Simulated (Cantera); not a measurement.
A freely propagating, adiabatic, planar premixed flame of CO : H₂ : CH₄ : O₂ : N₂ = 1 : 1.1 : 0.73 : 2.51 : 9.44 (molar parts), equivalence ratio 1.0, unburnt at 350 K and 1000000 Pa; mixture-averaged transport, grid criteria slope 0.08 and curve 0.16, no radiation.

Detailed kinetics in Cantera: GRI-Mech 3.0 (53 species, 325 reactions). Burning velocities carry a grid error of a few per cent, more on coarse grids.

x: mole fraction of selected species; z is measured from the peak of heat release.

| z (mm) | T (K) | u (m/s) | x CO | x H₂ | x CH₄ | x NO | x O₂ | x CO₂ |
|---|---|---|---|---|---|---|---|---|
| -0.166 | 350 | 0.389 | 0.0677 | 0.0733 | 0.0495 | <1e-8 | 0.170 | 7.85e-8 |
| -0.111 | 352 | 0.390 | 0.0680 | 0.0701 | 0.0496 | <1e-8 | 0.171 | 3.09e-6 |
| -0.0831 | 361 | 0.398 | 0.0683 | 0.0651 | 0.0496 | <1e-8 | 0.171 | 3.70e-5 |
| -0.0554 | ___ | 0.464 | 0.0688 | 0.0540 | 0.0483 | 3.97e-8 | 0.170 | 0.000522 |
| -0.0277 | ___ | 0.918 | 0.0683 | 0.0348 | 0.0356 | 1.47e-6 | 0.143 | 0.00864 |
| -0.0139 | ___ | 1.41 | 0.0670 | 0.0248 | 0.0202 | 5.77e-6 | 0.105 | 0.0235 |
| 0 | ___ | 1.90 | 0.0616 | 0.0158 | 0.00472 | 1.20e-5 | 0.0599 | 0.0473 |
| 0.0139 | 1994 | 2.13 | 0.0469 | 0.00955 | 0.000269 | 1.94e-5 | 0.0330 | 0.0712 |
| 0.0277 | 2100 | 2.22 | 0.0345 | 0.00742 | 8.36e-6 | 2.56e-5 | 0.0230 | 0.0862 |
| 0.0554 | 2208 | 2.32 | 0.0237 | 0.00601 | 1.66e-8 | 3.42e-5 | 0.0162 | 0.0989 |
| 0.111 | 2293 | 2.40 | 0.0167 | 0.00443 | <1e-8 | 4.59e-5 | 0.0116 | 0.107 |
| 0.222 | 2345 | 2.44 | 0.0122 | 0.00321 | <1e-8 | 6.16e-5 | 0.00871 | 0.112 |
| 0.443 | 2371 | 2.47 | 0.00972 | 0.00256 | <1e-8 | 8.51e-5 | 0.00715 | 0.115 |

Q: What belongs in the gaps?

A: 
- -0.0554, T (K): 425
- -0.0277, T (K): 848
- -0.0139, T (K): 1307
- 0, T (K): 1763
